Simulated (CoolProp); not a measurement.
Saturation properties of c-C4F8 (RC318).

The numbers come from the reference Helmholtz-energy equation of state, Platzer 1990 in CoolProp. This equation is an older, rougher fit; its heat capacities, sound speeds and derivatives of the liquid may be far off and weren't checked against measurements.

```csv
T (K),p (MPa),liquid density (kg/m³),vapour density (kg/m³),enthalpy of vaporisation (kJ/kg),surface tension (mN/m)
306.2,0.4011,1465,35.85,100.5,7.28
312.3,0.4799,1439,42.88,97.54,6.61
318.5,0.5714,1411,51.19,94.34,5.94
324.6,0.6736,1383,60.67,91.02,5.30
330.7,0.7888,1353,71.67,87.48,4.67
336.9,0.9204,1321,84.69,83.64,4.05
343,1.065,1287,99.68,79.56,3.46
349.2,1.229,1250,117.7,75.05,2.88
355.3,1.409,1210,138.8,70.17,2.33
361.4,1.608,1166,164.3,64.70,1.81
367.6,1.831,1114,196.8,58.31,1.30
```

It boils at 267.2 K under 1 atm.

Surface tension comes from a separate correlation (Mulero 2012).
